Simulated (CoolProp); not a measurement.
Vapour-liquid equilibrium of R113 (1) + n-hexane (2) at 0.389 MPa; x and y are mole fractions of (1).

Model: multi-fluid Helmholtz-energy mixture model, Marx 1992 and Thol 2019; pair parameters Bell 2016, in CoolProp.

**Question.** Give the bubble temperature and the first vapour's composition at x = 0.125, 0.725, 0.95. Is there an azeotrope?

**Answer.** x = 0.125: 113.5 °C, y = 0.212; x = 0.725: 98.8 °C, y = 0.797; x = 0.95: 95.7 °C, y = 0.962. No azeotrope shows between x = 0.05 and 0.95.

Pair parameters are fitted to limited data, so mixtures are less certain than the pure fluids.
